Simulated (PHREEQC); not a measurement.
1 kg of water holding 26 mmol/kgw NaCl and 150 mmol/kgw Na2SO4 is evaporated at 15 °C; the solids stay in contact with the brine. CO2 from the air is kept out. The run lets Halite, Mirabilite, Thenardite precipitate or redissolve, and no other solid.

Base run: PHREEQC, Pitzer model, pitzer.dat. Each further column changes one thing. The table gives water activity.

```tsv
H2O removed (mol)	base	temperature from 15 to 25 °C	temperature from 15 to 50 °C
0	0.993	0.993	0.993
24.69	0.988	0.988	0.988
38.4	0.980	0.979	0.979
46.01	0.966	0.965	0.964
50.23	0.961	0.938	0.935
52.58	0.947	0.916	0.881
53.88	0.747	0.805	0.874
```

 At this temperature some constants are extrapolated from 25 °C, and those without enthalpy data are left unchanged.
